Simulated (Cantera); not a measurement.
A freely propagating, adiabatic, planar premixed flame of H2 : O2 : N2 = 1 : 0.192 : 0.723 (molar parts), equivalence ratio 2.6, unburnt at 500 K and 160000 Pa; mixture-averaged transport, grid criteria slope 0.08 and curve 0.16, no radiation.

Cantera simulation using the H2/O2 subset of GRI-Mech 3.0, which has no nitrogen chemistry; the numbers are that mechanism's predictions, not measurements. Burning velocities carry a grid error of a few per cent, more on coarse grids.

**Question.** How do the results move with these cheaper or finer settings: unity-Lewis-number transport; multicomponent transport; multicomponent+Soret transport; grid criteria slope 0.5, curve 1; grid criteria slope 0.25, curve 0.5; grid criteria slope 0.03, curve 0.06?

**Answer.** 
```
setting                               laminar burning velocity  thermal thickness  peak x(H)  peak x(H2O2)  grid points
------------------------------------  ------------------------  -----------------  ---------  ------------  -----------
as above                                              610 cm/s           0.241 mm     0.0637       2.65e-5          122
unity-Lewis-number transport                          370 cm/s           0.229 mm     0.0647       1.32e-5          109
multicomponent transport                              597 cm/s           0.244 mm     0.0636       2.60e-5          122
multicomponent+Soret transport                        579 cm/s           0.238 mm     0.0631       2.76e-5          123
grid criteria slope 0.5, curve 1                      655 cm/s           0.333 mm     0.0629       2.24e-5           41
grid criteria slope 0.25, curve 0.5                   619 cm/s           0.265 mm     0.0642       2.51e-5           59
grid criteria slope 0.03, curve 0.06                  606 cm/s           0.234 mm     0.0636       2.75e-5          276
```
Unity Lewis numbers drop preferential diffusion, which matters most where H2 and H carry the flame; Soret adds thermal diffusion.
